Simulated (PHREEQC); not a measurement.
# Copper plating or etch bath: an equilibrium model

Make-up at 10 °C: 0.014 mol/kgw Cu(NO3)2 and 0.0072 mol/kgw FeCl3. Closed to the air; pH follows from the charge balance.

All values are PHREEQC results (ion-association model, phreeqc.dat), not measurements.

| Property | Result |
|---|---|
| pH | 2.53 |
| ionic strength | 0.0804 mol/kgw |
| density | 1.003 g/cm³ |
| total alkalinity | -14.4 meq/kg |

```tsv
species	molality	activity	log γ
NO3-	0.0280	0.0217	-0.111
Cl-	0.0209	0.0164	-0.104
Cu+2	0.0138	0.00600	-0.363
H+	0.00351	0.00294	-0.077
Fe+3	0.00337	0.000682	-0.693
FeOH+2	0.00144	0.000590	-0.386
Fe2(OH)2+4	0.000664	1.80e-5	-1.568
FeCl+2	0.000499	0.000205	-0.386
Fe3(OH)4+5	0.000165	5.87e-7	-2.449
CuCl+	0.000155	0.000122	-0.103
Fe(OH)2+	4.52e-5	3.64e-5	-0.094
FeCl2+	3.10e-5	2.48e-5	-0.097
CuCl2	8.93e-7	9.10e-7	0.008
```

Precipitation was switched off in this run. Examples of supersaturated solids here: Hematite (slow to form), Goethite (slow to form). Others may be too. Complexes and solids missing from the database can't appear. At this temperature some constants are extrapolated from 25 °C, and those without enthalpy data are left unchanged.
